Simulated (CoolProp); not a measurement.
R113 at 298.15 K and 0.327 MPa is throttled through a valve to 0.223 MPa with no heat exchange. Each further row changes one setting.

Values from CoolProp's reference Helmholtz-energy equation of state, Marx 1992.

```
case                        temperature change (K)
--------------------------  ----------------------
as stated                                     +0.0
outlet pressure 0.0669 MPa                    +0.1
outlet pressure 0.29 MPa                      +0.0
```
